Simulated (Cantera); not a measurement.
A perfectly stirred reactor is fed with H₂ : O₂ : N₂ : NO = 1 : 0.312 : 1.17 : 0.0075 (molar parts), at 0.980 bar; it is adiabatic with a 425 K inlet, and is followed from long to short residence time, starting on the burning branch (τ in s: 0.33, 0.13, 0.051, 0.02, 0.0077, 0.003, 0.0012, 0.00046, 0.00018, 6.9e-05, 2.7e-05, 1.1e-05).

Computed with Cantera and GRI-Mech 3.0 (53 species, 325 reactions). The mechanism lacks 2 NO + O2 → 2 NO2 and HONO, so NO2 and the effect of NO are under-described below about 1400 K.

What does this change do: O2 0.312 to 0.2 parts?


| quantity | before | after |
|---|---|---|
| blow-out, bracketed by the residence times tried | burning at 27.0 µs, out at 11.0 µs | burning at 69.0 µs, out at 27.0 µs |
| x(H₂) at τ = 0.330 s | 0.168 | 0.272 |
| x(O₂) at τ = 0.330 s | 2.35e-5 | 1.88e-5 |
| x(NO) at τ = 0.330 s | 0.000316 | 0.000157 |
| x(H₂O₂) at τ = 0.330 s | 6.26e-9 | 1.01e-9 |
| x(H₂O) at τ = 0.330 s | 0.288 | 0.187 |
| x(H₂) at τ = 1.20 ms | 0.160 | 0.262 |
| x(O₂) at τ = 1.20 ms | 0.000812 | 0.000518 |
| x(NO) at τ = 1.20 ms | 0.00265 | 0.00198 |
| x(H₂O₂) at τ = 1.20 ms | 1.02e-7 | 4.98e-8 |
| x(H₂O) at τ = 1.20 ms | 0.274 | 0.181 |
